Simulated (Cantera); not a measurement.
An adiabatic, constant-pressure homogeneous reactor starts with H2 : O2 : N2 = 1 : 0.781 : 2.94 (molar parts), equivalence ratio 0.64, at 1275 K and 7500 Torr. Integrator tolerance rtol = 1e-08.

Model: GRI-Mech 3.0 (53 species, 325 reactions), integrated in Cantera. The hydrogen kinetics of GRI-Mech 3.0 are dated; newer H2 mechanisms differ, most at raised pressure.

### Question
What does this change do: pressure from 7500 Torr to 315 Torr?

### Answer
| quantity | before | after |
|---|---|---|
| time of steepest temperature rise | 7.08 µs | 74.6 µs |
| temperature at 0.300 s | 2640 K | 2525 K |
| equilibrium temperature | 2640 K | 2525 K |
| x(H2) at 0.300 s | 0.00340 (gas-phase equilibrium 0.00340) | 0.00923 (gas-phase equilibrium 0.00923) |
| x(O2) at 0.300 s | 0.0566 (gas-phase equilibrium 0.0566) | 0.0572 (gas-phase equilibrium 0.0572) |
| x(OH) at 0.300 s | 0.0133 (gas-phase equilibrium 0.0133) | 0.0205 (gas-phase equilibrium 0.0205) |
| x(H2O) at 0.300 s | 0.225 (gas-phase equilibrium 0.225) | 0.212 (gas-phase equilibrium 0.212) |
| x(NO) at 0.300 s | 0.0141 (gas-phase equilibrium 0.0141) | 0.0117 (gas-phase equilibrium 0.0117) |
| x(H2O2) at 0.300 s | 1.59e-6 (gas-phase equilibrium 1.59e-6) | 2.44e-7 (gas-phase equilibrium 2.44e-7) |
| x(H) at 0.300 s | 0.000837 (gas-phase equilibrium 0.000837) | 0.00419 (gas-phase equilibrium 0.00419) |

### Question
What does this change do: pressure from 7500 Torr to 2250 Torr?

### Answer
```csv
quantity,before,after
time of steepest temperature rise,7.08 µs,11.8 µs
temperature at 0.300 s,2640 K,2605 K
equilibrium temperature,2640 K,2605 K
x(H2) at 0.300 s,0.00340 (gas-phase equilibrium 0.00340),0.00521 (gas-phase equilibrium 0.00521)
x(O2) at 0.300 s,0.0566 (gas-phase equilibrium 0.0566),0.0566 (gas-phase equilibrium 0.0566)
x(OH) at 0.300 s,0.0133 (gas-phase equilibrium 0.0133),0.0161 (gas-phase equilibrium 0.0161)
x(H2O) at 0.300 s,0.225 (gas-phase equilibrium 0.225),0.221 (gas-phase equilibrium 0.221)
x(NO) at 0.300 s,0.0141 (gas-phase equilibrium 0.0141),0.0133 (gas-phase equilibrium 0.0133)
x(H2O2) at 0.300 s,1.59e-6 (gas-phase equilibrium 1.59e-6),7.95e-7 (gas-phase equilibrium 7.95e-7)
x(H) at 0.300 s,0.000837 (gas-phase equilibrium 0.000837),0.00164 (gas-phase equilibrium 0.00164)
```
